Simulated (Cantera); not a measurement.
Ti + O2 + CO (metals in furnace atmospheres)

Input: 1 mol Ti, 0.006 mol O2, 6 mol CO, equilibrated at 0.133 bar.

Equilibrium computed with Cantera from the NASA thermochemical tables; the gas is ideal and each condensed phase is pure. Candidate condensed phases: C, Ti, TiC, TiO, TiO2, Ti2O3, Ti3O5, Ti4O7; 15 gas species. Mutual solubility and eutectic melting of coexisting phases are not modelled. TiC: taken at fixed stoichiometry. Condensed phases not in the tables: Magnéli phases beyond Ti4O7. Equilibrium is a limit: real reactors are often held back by kinetics, nucleation or transport.

```tsv
T (°C)	log p CO	log p CO2	log p TiO	log p TiO2	n C(graphite)	n TiO2(rutile)	n Ti4O7(s)	n Ti3O5(s)	n TiC(s)	n Ti2O3(s)
952	-0.88	-3.62	<-12	<-12	2.00	1.00	0	0	0	0
1002	-0.88	-3.91	<-12	<-12	1.74	0	0.250	0	0	0
1052	-0.88	-4.16	<-12	<-12	1.74	0	0.250	0	0	0
1102	-0.88	-4.40	<-12	<-12	1.66	0	0	0.333	0	0
1152	-0.88	-4.62	<-12	<-12	1.66	0	0	0.333	0	0
1202	-0.88	-4.75	-12.25	-12.85	0	0	0	0.126	0.621	0
1252	-0.88	-4.76	-11.49	-12.19	0	0	0	0	0.595	0.202
1302	-0.88	-4.77	-10.78	-11.58	0	0	0	0	0.595	0.202
1352	-0.88	-4.78	-10.12	-11.01	0	0	0	0	0.595	0.202
1402	-0.88	-4.79	-9.50	-10.48	0	0	0	0	0.595	0.202
1452	-0.88	-4.80	-8.92	-9.98	0	0	0	0	0.595	0.202
1502	-0.88	-4.81	-8.37	-9.51	0	0	0	0	0.595	0.202
```
log p: log10 of the partial pressure in bar; n: condensed amount in mol.

At 952 °C the condensed part is C(graphite) + TiO2(rutile). From 1002 °C to 1052 °C the condensed part is C(graphite) + Ti4O7(s). From 1102 °C to 1152 °C the condensed part is C(graphite) + Ti3O5(s). At 1202 °C the condensed part is TiC(s) + Ti3O5(s). From 1252 °C to 1502 °C the condensed part is TiC(s) + Ti2O3(s).
